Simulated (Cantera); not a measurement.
Cantera run:

```python
import numpy as np
import cantera as ct

gas_names = """
    CL CL2 H HCL H2 Si SiCL SiCL2 SiCL3 SiCL4 SiH SiHCL3 SiH2 SiH2CL2 SiH3 SiH3CL SiH4 Si2 Si3
""".split()
cond_names = """
    Si(cr) Si(L)
""".split()


# ... load() reads the species with a 1 bar reference pressure and builds the phases ...
atoms = {
    'SiCl4': {'Si': 1, 'CL': 4},
    'H2': {'H': 2},
}
top_T = {}  # K; cautious upper limits of use, not melting points


# ... equilibrate(T, P, feed) seeds the gas with the atoms and calls Mixture.equilibrate('TP', solver="vcs", rtol=1e-11, max_steps=5000) ...
results = []
feed = {'SiCl4': 1, 'H2': 67}  # mol
P = 13332.2  # Pa
for T in [948, 1023, 1098, 1173, 1248, 1323, 1398, 1473]:
    mix = equilibrate(T, P, feed)
    results.append((T, P, feed, dict(zip(mix.species_names, mix.species_moles))))

top = {s: max(r[3][s] / sum(r[3][g] for g in gas_names) for r in results) for s in gas_names}
cols = sorted((s for s in top if top[s] > 0.001), key=lambda s: -top[s])[:7]
seen = [c for c in cond_names if any(r[3].get(c, 0) > 1e-12 for r in results)]
print("log10 of partial pressures in bar; condensed amounts in mol")
print(f"{'T/K':>10s}" + "".join(f"{s[:9]:>10s}" for s in cols + seen))
for T, P, feed, n in results:
    ng = sum(n[g] for g in gas_names)
    print(f"{T:10.4g}" + "".join(f"{np.log10(max(n[s] / ng * P / 1e5, 1e-99)):10.3f}" for s in cols)
          + "".join(f"{n.get(c, 0):10.4g}" for c in seen))
```

Result:

```
log10 of partial pressures in bar; condensed amounts in mol
       T/K        H2       HCL     SiCL4     SiCL2    SiHCL3    Si(cr)
       948    -0.884    -3.048    -2.945    -5.029    -3.128  0.001594
      1023    -0.886    -2.780    -3.009    -4.424    -3.188    0.1016
      1098    -0.889    -2.566    -3.127    -3.935    -3.287    0.2311
      1173    -0.892    -2.406    -3.336    -3.563    -3.454    0.3653
      1248    -0.895    -2.305    -3.673    -3.315    -3.716    0.4675
      1323    -0.897    -2.256    -4.134    -3.178    -4.070    0.5183
      1398    -0.897    -2.238    -4.651    -3.110    -4.464    0.5314
      1473    -0.898    -2.234    -5.162    -3.073    -4.853    0.5275
```

These are equilibrium values from Cantera (NASA tables, ideal gas, pure condensed phases), not measurements of a reactor. The tables' values for SiCl3 are old estimates; treat these amounts as uncertain.
